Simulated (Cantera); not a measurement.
An isothermal, constant-pressure homogeneous reactor starts with 1.35 % CH₄, 96.4 % H₂, 0.251 % H, 2.02 % N₂, at 2375 K and 150 Torr.

Detailed kinetics in Cantera: GRI-Mech 3.0 (53 species, 325 reactions). GRI-Mech 3.0 stops at C3 and has no aromatics, soot or wall deposition, so with more carbon than oxygen in the feed, carbon stays in small species such as C2H2 where larger ones or solid carbon would form.

One state of this run: x CH₄ = 0.0106; x H₂ = 0.956; x H = 0.0104; x C₂H₆ = 9.62e-7; x C₂H₂ = 0.000293; x C₂H₄ = 3.69e-5. x: mole fraction; the columns are a selection and need not sum to one.

Question: Which value of t (s) does it belong to?
(A) 0.0474
(B) 2.67
(C) 0.000112
(D) 1.50e-5

Answer: C, 0.000112
